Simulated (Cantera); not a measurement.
A perfectly stirred reactor is fed with 1.80 % CO, 6.40 % O₂, 1.71 % H₂O, 90.1 % N₂, equivalence ratio 0.14, at 760 Torr; it is held at 1450 K, and followed from long to short residence time.

Model: GRI-Mech 3.0 (53 species, 325 reactions), integrated in Cantera.

Problem. Predict: x(CO) at τ = 1.10 s; x(O₂) at τ = 1.10 s; x(H₂O) at τ = 1.10 s; x(H₂) at τ = 1.10 s; x(NO) at τ = 1.10 s; x(CO) at τ = 18.0 ms; x(O₂) at τ = 18.0 ms; x(H₂O) at τ = 18.0 ms; x(H₂) at τ = 18.0 ms; x(NO) at τ = 18.0 ms.

Solution. 
| Property | Result |
|---|---|
| x(CO) at τ = 1.10 s | 7.10e-5 |
| x(O₂) at τ = 1.10 s | 0.0555 |
| x(H₂O) at τ = 1.10 s | 0.0172 |
| x(H₂) at τ = 1.10 s | 2.58e-6 |
| x(NO) at τ = 1.10 s | 2.52e-6 |
| x(CO) at τ = 18.0 ms | 0.00110 |
| x(O₂) at τ = 18.0 ms | 0.0558 |
| x(H₂O) at τ = 18.0 ms | 0.0170 |
| x(H₂) at τ = 18.0 ms | 3.77e-5 |
| x(NO) at τ = 18.0 ms | 1.15e-6 |
